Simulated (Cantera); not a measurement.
Standard-state values (1 bar) from the NASA 1993 polynomials, evaluated with Cantera. Values are per mole of reaction as written; species without (g) are pure solids or liquids, kept so even where they would boil at 1 bar.

Problem. Between 1475 and 2825 K, where is each reaction favourable under standard conditions?
- 2 TiO2 = 2 TiO(g) + O2(g)

Solution. 
- 2 TiO2 = 2 TiO(g) + O2(g): ΔG° is 1193 kJ at 1475 K and 563 kJ at 2825 K; it stays positive (K < 1). ΔH° is 1736 kJ and ΔS° 415 J/K at 2825 K.
